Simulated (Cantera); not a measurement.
Charge: 1 mol SiH2Cl2, 30 mol NH3, 4.5 mol N2, held at 1.33 mbar.

Cantera equilibrium calculation (NASA polynomials, part measured and part estimated; ideal gas, pure solids and liquids). Candidate condensed phases: NH4Cl, Si, Si3N4; 28 gas species. Kinetics and transport are ignored.

### Question
Which condensed phases are stable at each of these points (T (K)): 1400, 1425, 1450, 1475, 1500, 1525, 1550, 1575, 1600, 1625?

### Answer
| T (K) | condensed phases | Si condensed (%) |
|---|---|---|
| 1400 | Si3N4(s) | 98.4 |
| 1425 | Si3N4(s) | 97.7 |
| 1450 | Si3N4(s) | 96.7 |
| 1475 | Si3N4(s) | 95.4 |
| 1500 | Si3N4(s) | 93.7 |
| 1525 | Si3N4(s) | 91.6 |
| 1550 | Si3N4(s) | 88.9 |
| 1575 | Si3N4(s) | 85.7 |
| 1600 | Si3N4(s) | 81.8 |
| 1625 | Si(s) | 79.0 |

From 1400 K to 1600 K the condensed part is Si3N4(s). At 1625 K the condensed part is Si(s).
